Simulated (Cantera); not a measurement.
Input (Python, Cantera) and output of one run.

```python
import numpy as np
import cantera as ct

gas_names = """
    Cu CuO Cu2 H HO2 H2 H2O H2O2 O OH O2 O3
""".split()
cond_names = """
    Cu(cr) Cu(L) CuO(s) CuO2H2(s) Cu2O(s) Cu2O(L) H2O(s) H2O(L)
""".split()


# ... load() reads the species with a 1 bar reference pressure and builds the phases ...
atoms = {
    'CuO': {'Cu': 1, 'O': 1},
    'H2': {'H': 2},
}
top_T = {'CuO(s)': 1390}  # K; cautious upper limits of use, not melting points


# ... equilibrate(T, P, feed) seeds the gas with the atoms and calls Mixture.equilibrate('TP', solver="vcs", rtol=1e-11, max_steps=5000) ...
results = []
feed = {'CuO': 1, 'H2': 200}  # mol
P = 101325  # Pa
for T in [1350, 1450, 1550, 1650, 1750, 1850, 1950, 2050, 2150]:
    mix = equilibrate(T, P, feed)
    results.append((T, P, feed, dict(zip(mix.species_names, mix.species_moles))))
    x = sorted(zip(gas.X, gas.species_names), reverse=True)
    print(f"T = {T:g} K  P = {P:g} Pa  gas = {mix.phase_moles(0):.4g} mol")
    print("   x: " + "  ".join(f"{s} {v:.3e}" for v, s in x if v > 0.001))
    print("   condensed (mol): " + ("  ".join(f"{mix.phase(i).name} {mix.phase_moles(i):.4g}"
          for i in range(1, mix.n_phases) if mix.phase_moles(i) > 1e-12) or "none"))
```

Result:

```
T = 1350 K  P = 101325 Pa  gas = 200 mol
   x: H2 9.950e-01  H2O 5.000e-03
   condensed (mol): Cu(cr) 0.9999
T = 1450 K  P = 101325 Pa  gas = 200 mol
   x: H2 9.950e-01  H2O 5.000e-03
   condensed (mol): Cu(L) 0.9993
T = 1550 K  P = 101325 Pa  gas = 200 mol
   x: H2 9.950e-01  H2O 5.000e-03
   condensed (mol): Cu(L) 0.9963
T = 1650 K  P = 101325 Pa  gas = 200 mol
   x: H2 9.948e-01  H2O 4.999e-03
   condensed (mol): Cu(L) 0.9839
T = 1750 K  P = 101325 Pa  gas = 200.1 mol
   x: H2 9.945e-01  H2O 4.998e-03
   condensed (mol): Cu(L) 0.9409
T = 1850 K  P = 101325 Pa  gas = 200.2 mol
   x: H2 9.935e-01  H2O 4.994e-03
   condensed (mol): Cu(L) 0.8114
T = 1950 K  P = 101325 Pa  gas = 200.6 mol
   x: H2 9.912e-01  H2O 4.983e-03  Cu 2.637e-03  H 1.134e-03
   condensed (mol): Cu(L) 0.4672
T = 2050 K  P = 101325 Pa  gas = 201.2 mol
   x: H2 9.878e-01  H2O 4.968e-03  Cu 4.934e-03  H 2.240e-03
   condensed (mol): none
T = 2150 K  P = 101325 Pa  gas = 201.4 mol
   x: H2 9.859e-01  H2O 4.962e-03  Cu 4.944e-03  H 4.160e-03
   condensed (mol): none
```

These are equilibrium values from Cantera (NASA tables, ideal gas, pure condensed phases), not measurements of a reactor.
